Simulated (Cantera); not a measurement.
# PbO + CH₄ + N₂ (carbothermic reduction)

Input: 1 mol PbO, 4.9 mol CH₄, 0.94 mol N₂.

Equilibrium computed with Cantera from the NASA thermochemical tables; the gas is ideal and each condensed phase is pure. Candidate condensed phases: C, C₆H₆, C₇H₈, C₈H₁₈, H₂O, Pb, PbO, PbO₂, Pb₃O₄; 139 gas species. The numbers say what is thermodynamically allowed, not how fast it happens.

Stable condensed phases:

```
T in °C \ P in Pa
              10      42     180     750    3200   13000   56000  240000 1000000
   2400        A       B       B       B       B       B       B       B       B
   2250        B       B       B       B       B       B       B       B       B
   2100        B       B       B       B       B       B       B       B       B
   1950        B       B       B       B       B       B       B       B       B
   1800        B       B       B       B       B       B       B       B       B
   1650        B       B       B       B       B       B       B       B       C
   1500        B       B       B       B       B       B       B       B       C
   1350        B       B       B       B       B       B       B       C       C
   1200        B       B       B       B       B       B       C       C       C
   1050        B       B       B       B       B       C       C       C       C
    900        B       B       B       C       C       C       C       C       C
    750        B       C       C       C       C       C       C       C       C
```

A: gas only; B: C; C: C + Pb.
